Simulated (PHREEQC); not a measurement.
Dissolve 0.0025 mol/kgw NaHS, 0.096 mol/kgw NaOH, 0.0026 mol/kgw ZnCl2 and 0.15 mol/kgw HF at 25 °C. Closed to the air; pH follows from the charge balance.

Equilibrium calculation in PHREEQC: ion-association model, phreeqc.dat.

This is a speciation only: nothing precipitates in the calculation.

Task: What pH, density, ionic strength does the model give?

Result: pH 3.35; density 1.002 g/cm³; ionic strength 0.0999 mol/kgw.

Task: In which forms is Na present?

Result: Na+ 97 %, NaF 2.7 % of the Na.

Saturation is exceeded, for instance for Sphalerite (slow to form); the values hold only as long as no solid forms.
